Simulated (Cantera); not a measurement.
A perfectly stirred reactor is fed with CH₃OH : O₂ : N₂ = 1 : 2.46 : 24.6 (molar parts), equivalence ratio 0.61, at 5.00 bar; it is adiabatic with a 575 K inlet, and is followed from long to short residence time, starting on the burning branch (τ in s: 0.13, 0.065, 0.032, 0.016, 0.0078, 0.0038, 0.0019, 0.00093, 0.00046, 0.00023, 0.00011, 5.5e-05).

Model: GRI-Mech 3.0 (53 species, 325 reactions), integrated in Cantera. GRI-Mech 3.0 was tuned for natural gas; its chemistry of methanol as a main component is partial and can be far from experiment.

Q: Predict: blow-out, bracketed by the residence times tried; x(CH₃OH) at τ = 0.130 s; x(O₂) at τ = 0.130 s; x(H₂) at τ = 0.130 s; x(H₂O) at τ = 0.130 s; x(CH₃OH) at τ = 1.90 ms; x(O₂) at τ = 1.90 ms.

A: 
```json
{
 "blow_out_bracketed_by_the_residence_times_tried": "burning at 65.0 ms, out at 32.0 ms",
 "x(CH₃OH) at τ = 0.130 s": "0.000117",
 "x(O₂) at τ = 0.130 s": "0.0355",
 "x(H₂) at τ = 0.130 s": "0.000167",
 "x(H₂O) at τ = 0.130 s": "0.0694",
 "x(CH₃OH) at τ = 1.90 ms": "0.0356",
 "x(O₂) at τ = 1.90 ms": "0.0877"
}
```
